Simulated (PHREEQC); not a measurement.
# Polishing slurry liquid: speciation

Consider water at 25 °C with 0.0102 mol/kgw NH3, 1.92e-05 mol/kgw H4SiO4 and 9e-05 mol/kgw H3BO3. Closed to the air; pH follows from the charge balance.

Model: ion-association model, phreeqc.dat, run in PHREEQC.

- pH: 10.56
- ionic strength: 0.000480 mol/kgw
- total alkalinity: 10.2 meq/kg

| species | molality | activity | log γ |
|---|---|---|---|
| NH3 | 0.00972 | 0.00972 | 0.000 |
| NH4+ | 0.000480 | 0.000468 | -0.011 |
| OH- | 0.000378 | 0.000369 | -0.011 |
| H2BO3- | 8.60e-5 | 8.39e-5 | -0.011 |
| H3SiO4- | 1.62e-5 | 1.58e-5 | -0.011 |
| H3BO3 | 4.00e-6 | 4.00e-6 | 0.000 |
| H4SiO4 | 2.94e-6 | 2.94e-6 | 0.000 |
| H2SiO4-2 | 4.33e-8 | 3.92e-8 | -0.043 |

Precipitation was switched off in this run.
